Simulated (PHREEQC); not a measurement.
## Acid rinse or clean: an equilibrium model

Make-up at 25 °C: 0.0074 mol HF, 0.027 mol ZnSO4 and 0.0013 mol KCl per kg of water. Closed to the air; pH follows from the charge balance.

The numbers come from PHREEQC with the ion-association model, wateq4f.dat.

No solid was allowed to form.

What pH, ionic strength does the model give?

pH 2.83; ionic strength 0.0659 mol/kgw.

In which forms is F present?

HF 60 %, F- 34 %, ZnF+ 3.4 %, H2F2 1.4 %, HF2- 1.2 % of the F.
